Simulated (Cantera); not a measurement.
An isothermal, constant-pressure homogeneous reactor starts with 79.4 % NO, 20.6 % N2, at 2173 K and 1.00 atm.

Cantera simulation using GRI-Mech 3.0 (53 species, 325 reactions); the numbers are that mechanism's predictions, not measurements.

x: mole fraction; the columns are a selection and need not sum to one.

```tsv
t (s)	x NO	x NO2	x O	x N2O	x N2
8.00e-5	0.793	9.39e-5	___	0.000144	0.206
0.000208	0.792	0.000226	___	0.000253	0.207
0.000538	0.790	0.000294	0.000333	0.000312	0.208
0.00140	0.785	0.000314	0.000355	0.000312	0.210
0.00362	0.771	0.000355	___	0.000298	0.217
0.00940	0.734	0.000435	___	0.000266	0.236
0.0244	0.644	0.000540	___	0.000197	0.281
0.0632	0.452	0.000548	___	9.27e-5	0.377
0.164	0.191	0.000305	___	1.63e-5	0.507
0.426	0.0448	7.94e-5	0.00139	1.43e-6	0.580
1.10	0.0160	2.88e-5	0.00141	7.09e-7	0.595
2.86	0.0141	2.55e-5	0.00142	6.87e-7	0.596
7.43	0.0141	2.55e-5	0.00142	6.87e-7	0.596
19.3	0.0141	2.55e-5	0.00142	6.87e-7	0.596
50.0	0.0141	2.55e-5	0.00142	6.87e-7	0.596
```

Problem. What belongs in the gaps?

Solution. 
- 8.00e-5, x O: 0.000124
- 0.000208, x O: 0.000262
- 0.00362, x O: 0.000402
- 0.00940, x O: 0.000502
- 0.0244, x O: 0.000689
- 0.0632, x O: 0.000972
- 0.164, x O: 0.00126
